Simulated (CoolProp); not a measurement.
The numbers come from the reference Helmholtz-energy equation of state, Zhou 2016 in CoolProp.

Task: Give the vapour pressure (MPa), vapour density (kg/m³), enthalpy of vaporisation (kJ/kg), liquid cp (kJ/(kg K)) of saturated R245ca at 292.5 K.

Result: 
```csv
T (K),p (MPa),vapour density (kg/m³),enthalpy of vaporisation (kJ/kg),liquid cp (kJ/(kg K))
292.5,0.0802,4.57,208,1.37
```
